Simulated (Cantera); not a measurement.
A perfectly stirred reactor is fed with CO : H₂ : O₂ : N₂ : H₂O : CO₂ = 1 : 0.072 : 0.335 : 1.26 : 0.29 : 0.015 (molar parts), at 350000 Pa; it is adiabatic with a 675 K inlet, and is followed from long to short residence time, starting on the burning branch (τ in s: 0.21, 0.085, 0.034, 0.013, 0.0053, 0.0021, 0.00084, 0.00033, 0.00013, 5.2e-05, 2.1e-05, 8.2e-06, 3.3e-06).

Cantera simulation using GRI-Mech 3.0 (53 species, 325 reactions); the numbers are that mechanism's predictions, not measurements. The hydrogen kinetics of GRI-Mech 3.0 are dated; newer H2 mechanisms differ, most at raised pressure.

Task: Predict: blow-out, bracketed by the residence times tried; x(CO) at τ = 0.210 s; x(H₂) at τ = 0.210 s; x(O₂) at τ = 0.210 s; x(N₂O) at τ = 0.210 s; x(NO) at τ = 0.210 s; x(CO) at τ = 0.840 ms; x(H₂) at τ = 0.840 ms; x(O₂) at τ = 0.840 ms; x(N₂O) at τ = 0.840 ms; x(NO) at τ = 0.840 ms.

Result: 
```json
{
 "blow_out_bracketed_by_the_residence_times_tried": "burning at 21.0 µs, out at 8.20 µs",
 "x(CO) at τ = 0.210 s": "0.141",
 "x(H₂) at τ = 0.210 s": "0.0124",
 "x(O₂) at τ = 0.210 s": "0.000310",
 "x(N₂O) at τ = 0.210 s": "4.21e-8",
 "x(NO) at τ = 0.210 s": "0.000489",
 "x(CO) at τ = 0.840 ms": "0.149",
 "x(H₂) at τ = 0.840 ms": "0.0135",
 "x(O₂) at τ = 0.840 ms": "0.00493",
 "x(N₂O) at τ = 0.840 ms": "1.19e-7",
 "x(NO) at τ = 0.840 ms": "0.000166"
}
```
